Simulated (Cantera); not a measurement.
Input: 1 mol CaF2, 0.24 mol H2, 0.2 mol N2, 0.038 mol O2, equilibrated at 977 °C and 0.0353 Torr.

These are equilibrium values from Cantera (NASA tables, ideal gas, pure condensed phases), not measurements of a reactor. Candidate condensed phases: Ca, CaF2, CaO, Ca(OH)2, H2O; 47 gas species. Mutual solubility and eutectic melting of coexisting phases are not modelled. Equilibrium is a limit: real reactors are often held back by kinetics, nucleation or transport.

What is the equilibrium state?


- x(N2): 0.434
- x(H2): 0.356
- x(H2O): 0.121
- x(HF): 0.0884
- x(CaF2): 6.62e-5
- x(H): 4.21e-5
- n(CaF2(s)): 0.980 mol
- n(CaO(s)): 0.0203 mol
- gas amount: 0.4604 mol
- log10 activity of Ca(l) (absent): -13.09
